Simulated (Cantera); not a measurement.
Charge: 1 mol Si, 0.78 mol H2, held at 3380 Torr.

These are equilibrium values from Cantera (NASA tables, ideal gas, pure condensed phases), not measurements of a reactor. Candidate condensed phases: Si; 9 gas species. Gases not in the tables: Si2H6 and higher silanes. Kinetics and transport are ignored. All values below are at 1698 K.

Base state: H2 1.000, H 6.82e-5, SiH2 1.40e-5 (mole fractions); condensed: Si(l).

Question: What changes in the equilibrium state with this change: 0.48 mol CO2 added?

Answer: 
```csv
species,before,after
H2,1.000,0.997
SiO,0,0.00272
CO,0,0.000144
CH4,0,7.25e-5
H2O,0,2.15e-5
SiH2,1.40e-5,1.39e-5
H,6.82e-5,6.81e-5
"Si(l), mol",1.000,0.0392
"SiC(s), mol",0,0.480
"SiO2(condensed), mol",0,0.479
```
Each liquid is taken as pure. Mutual solubility and eutectic melting of coexisting phases are not modelled. The tables hold silica as quartz up to 1696 K and as liquid above; real silica turns to tridymite and cristobalite and melts near 1996 K. Further candidate phases: C, C6H6, C7H8, C8H18, H2O, SiC, SiO2.
